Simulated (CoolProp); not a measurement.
Vapour pressure (MPa) of propylene glycol: the reference equation beside estimates from Tc = 400.8 °C, pc = 7.292 MPa, ω = 0.327.

Computed with CoolProp (reference Helmholtz-energy equation of state, Eisenbach 2021).

```json
[
 {"T (°C)": "164.45", "reference": "?", "Lee-Kesler": "0.1486", "Redlich-Kwong": "0.3266"},
 {"T (°C)": "171.95", "reference": "?", "Lee-Kesler": "0.1810", "Redlich-Kwong": "?"},
 {"T (°C)": "179.45", "reference": "0.07721", "Lee-Kesler": "?", "Redlich-Kwong": "0.4445"},
 {"T (°C)": "186.85", "reference": "0.09757", "Lee-Kesler": "?", "Redlich-Kwong": "0.5130"},
 {"T (°C)": "194.35", "reference": "0.1225", "Lee-Kesler": "0.3117", "Redlich-Kwong": "0.5899"},
 {"T (°C)": "201.85", "reference": "0.1526", "Lee-Kesler": "?", "Redlich-Kwong": "?"},
 {"T (°C)": "209.25", "reference": "0.1878", "Lee-Kesler": "?", "Redlich-Kwong": "0.7670"},
 {"T (°C)": "216.75", "reference": "0.2301", "Lee-Kesler": "0.5061", "Redlich-Kwong": "0.8692"}
]
```

Q: Complete the blanks.

A: 
- 164.45, reference: 0.04663
- 171.95, reference: 0.06032
- 171.95, Redlich-Kwong: 0.3822
- 179.45, Lee-Kesler: 0.2187
- 186.85, Lee-Kesler: 0.2617
- 201.85, Lee-Kesler: 0.3689
- 201.85, Redlich-Kwong: 0.6749
- 209.25, Lee-Kesler: 0.4329

Absolute difference from the reference over all 8 rows, mean and median: Lee-Kesler 164.6 and 161.3 %, Redlich-Kwong 418.2 and 403.7 %.
